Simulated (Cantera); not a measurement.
Input: 1 mol NF3, 0.13 mol H2O, 28 mol N2, held at 1723.15 K and 410 Pa.

Method: chemical equilibrium by Gibbs-energy minimisation in Cantera with the NASA 1993 tables (ideal gas, pure condensed phases). Candidate condensed phases: H2O; 40 gas species. The numbers say what is thermodynamically allowed, not how fast it happens.

Base state: N2 0.903, F 0.0868, HF 0.00824, O2 0.00188, NO 0.000320, O 3.86e-5 (mole fractions); condensed: gas only.

Question: What changes in the equilibrium state with this change: H2O from 0.13 to 3.4 mol?

Answer: 
| species | before | after |
|---|---|---|
| N2 | 0.903 | 0.834 |
| HF | 0.00824 | 0.0878 |
| H2O | <1e-9 | 0.0551 |
| F | 0.0868 | 2.28e-6 |
| O2 | 0.00188 | 0.0213 |
| OH | <1e-9 | 0.000703 |
| H2 | <1e-9 | 0.000150 |
| H | <1e-9 | 3.50e-5 |
| O | 3.86e-5 | 0.000130 |

Question: What changes in the equilibrium state with this change: NF3 replaced by SF6?

Answer: 
```json
[
 {"species": "N2", "before": "0.903", "after": "0.847"},
 {"species": "F", "before": "0.0868", "after": "0.115"},
 {"species": "SF2", "before": "0", "after": "0.0252"},
 {"species": "SOF2", "before": "0", "after": "0.00179"},
 {"species": "SO2", "before": "0", "after": "0.000944"},
 {"species": "SF3", "before": "0", "after": "0.000886"},
 {"species": "SF", "before": "0", "after": "0.000716"},
 {"species": "SO", "before": "0", "after": "0.000248"}
]
```
The tables' values for SOF2, SF3, S2F2 (SSF2) are old estimates; treat these amounts as uncertain. Further candidate phases: H2SO4, S.
